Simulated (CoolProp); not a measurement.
Vapour-liquid equilibrium of R125 (1) + R245fa (2) at 0.0463 MPa; x and y are mole fractions of (1).

Model: multi-fluid Helmholtz-energy mixture model, Lemmon 2005 and Akasaka 2015; pair parameters Bell 2016, in CoolProp.

```json
[
 {"x": "0.05", "bubble temperature (K)": "257.5", "y at the bubble point": "0.484", "dew temperature at overall composition x (K)": "269.1", "liquid density (mol/L)": "10.82"},
 {"x": "0.15", "bubble temperature (K)": "242.2", "y at the bubble point": "0.803", "dew temperature at overall composition x (K)": "266.9", "liquid density (mol/L)": "11.23"},
 {"x": "0.25", "bubble temperature (K)": "233.5", "y at the bubble point": "0.898", "dew temperature at overall composition x (K)": "264.4", "liquid density (mol/L)": "11.53"},
 {"x": "0.35", "bubble temperature (K)": "227.7", "y at the bubble point": "0.939", "dew temperature at overall composition x (K)": "261.7", "liquid density (mol/L)": "11.77"},
 {"x": "0.45", "bubble temperature (K)": "223.5", "y at the bubble point": "0.961", "dew temperature at overall composition x (K)": "258.7", "liquid density (mol/L)": "12.00"},
 {"x": "0.55", "bubble temperature (K)": "220.2", "y at the bubble point": "0.974", "dew temperature at overall composition x (K)": "255.1", "liquid density (mol/L)": "12.21"},
 {"x": "0.65", "bubble temperature (K)": "217.5", "y at the bubble point": "0.983", "dew temperature at overall composition x (K)": "250.9", "liquid density (mol/L)": "12.41"},
 {"x": "0.75", "bubble temperature (K)": "215.2", "y at the bubble point": "0.990", "dew temperature at overall composition x (K)": "245.7", "liquid density (mol/L)": "12.60"},
 {"x": "0.85", "bubble temperature (K)": "213.1", "y at the bubble point": "0.995", "dew temperature at overall composition x (K)": "238.4", "liquid density (mol/L)": "12.78"},
 {"x": "0.95", "bubble temperature (K)": "211.2", "y at the bubble point": "0.998", "dew temperature at overall composition x (K)": "225.8", "liquid density (mol/L)": "12.96"}
]
```

No azeotrope shows between x = 0.05 and 0.95.

The pair parameters rest on a limited set of measurements; away from them the model extrapolates.
